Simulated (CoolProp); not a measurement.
R134a at 293.15 K and 0.92 MPa flows at 0.44 m/s in a round tube of 6 mm bore and 1.5 µm roughness, fully developed (64/Re and Nu = 3.66 if laminar; Colebrook and Gnielinski if turbulent). Each further row changes one setting.

Model: reference Helmholtz-energy equation of state, Tillner-Roth 1994, in CoolProp.

| case | Reynolds number | Darcy friction factor | pressure drop (Pa/m) | heat-transfer coefficient (W/(m² K)) | mass flow (kg/h) |
|---|---|---|---|---|---|
| as stated | 15500 | 0.0280 | 555 | (withheld) | 55.0 |
| velocity 0.88 m/s | 31100 | (withheld) | (withheld) | 2300 | 110 |
| diameter 12 mm | 31100 | (withheld) | 234 | 1140 | 220 |

Question: Complete the blanks.

Answer: 
- as stated, heat-transfer coefficient (W/(m² K)): 1250
- velocity 0.88 m/s, Darcy friction factor: 0.0240
- velocity 0.88 m/s, pressure drop (Pa/m): 1900
- diameter 12 mm, Darcy friction factor: 0.0236

Viscosity comes from a separate model (Huber 2003), an estimate that may be off by 10 % or more. Thermal conductivity comes from a separate model (McLinden 2000), an estimate that may be off by 10 % or more.
